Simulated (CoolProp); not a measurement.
Model: reference Helmholtz-energy equation of state, Zhou 2012, in CoolProp.

### Question
For o-xylene, give the phase and the cv (kJ/(kg K)), speed of sound (m/s), Joule-Thomson coefficient (K/MPa), conductivity (mW/(m K)) at 346.85 °C and 1020 kPa.

### Answer
- 346.85 °C and 1020 kPa: gas; cv 2.24, speed of sound 200, Joule-Thomson coefficient 8.71, conductivity 44.5

Thermal conductivity comes from a separate model (Mylona 2014).
